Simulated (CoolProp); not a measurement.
Properties of ethanol along the isobar 0.936 MPa (Tc = 514.7 K, pc = 6.268 MPa, ω = 0.644).

Computed with CoolProp (reference Helmholtz-energy equation of state, Schroeder 2014).

```tsv
T (K)	phase	Z	cv (kJ/(kg K))	speed of sound (m/s)	isothermal compressibility (1/MPa)	expansivity (1/kK)	Prandtl number
466.6	gas	0.9229	1.964	287.9	1.165	3.104	0.885
473.2	gas	0.9285	1.972	290.9	1.157	2.980	0.877
479.8	gas	0.9335	1.981	293.9	1.150	2.868	0.870
486.4	gas	0.9381	1.991	296.7	1.143	2.767	0.863
493	gas	0.9423	2.001	299.5	1.138	2.675	0.857
499.6	gas	0.9462	2.012	302.2	1.132	2.591	0.852
506.3	gas	0.9498	2.023	304.8	1.128	2.513	0.848
512.9	gas	0.9530	2.035	307.4	1.123	2.442	0.844
519.5	gas	0.9560	2.048	309.9	1.120	2.377	0.840
526.1	gas	0.9587	2.060	312.3	1.116	2.316	0.837
532.7	gas	0.9612	2.073	314.7	1.113	2.260	0.834
539.3	gas	0.9636	2.086	317.1	1.110	2.207	0.832
545.9	gas	0.9657	2.099	319.4	1.107	2.158	0.829
```

Viscosity comes from a separate model (Kiselev 2005). Thermal conductivity comes from a separate model (Assael 2013).
